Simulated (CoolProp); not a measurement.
Saturated liquid density (kg/m³) of water: the reference equation beside estimates from Tc = 647.1 K, pc = 22060 kPa, ω = 0.344.

Values from CoolProp's reference Helmholtz-energy equation of state, Wagner 2002.

| T (K) | reference | van der Waals | Redlich-Kwong | Soave-Redlich-Kwong |
|---|---|---|---|---|
| 313.5 | 992.0 | 488.5 | 726.0 | 747.3 |
| 327.9 | 985.8 | 482.5 | 716.2 | 739.1 |
| 342.2 | 978.3 | 476.4 | 706.0 | 730.5 |
| 356.5 | 969.7 | 470.1 | 695.4 | 721.5 |
| 370.8 | 960.0 | 463.6 | 684.4 | 711.9 |
| 385.2 | 949.4 | 456.9 | 672.9 | 701.8 |
| 399.5 | 937.9 | 449.9 | 660.9 | 691.2 |
| 413.8 | 925.6 | 442.8 | 648.5 | 680.0 |
| 428.1 | 912.3 | 435.3 | 635.4 | 668.1 |
| 442.5 | 898.1 | 427.5 | 621.7 | 655.4 |
| 456.8 | 883.1 | 419.5 | 607.5 | 642.0 |
| 471.1 | 867.0 | 411.1 | 592.5 | 627.8 |
| 485.4 | 850.0 | 402.3 | 576.8 | 612.6 |
| 499.8 | 831.6 | 393.0 | 560.1 | 596.2 |

Absolute difference from the reference over all 14 rows, mean and median: van der Waals 52.0 and 52.1 %, Redlich-Kwong 29.7 and 29.7 %, Soave-Redlich-Kwong 26.4 and 26.4 %.
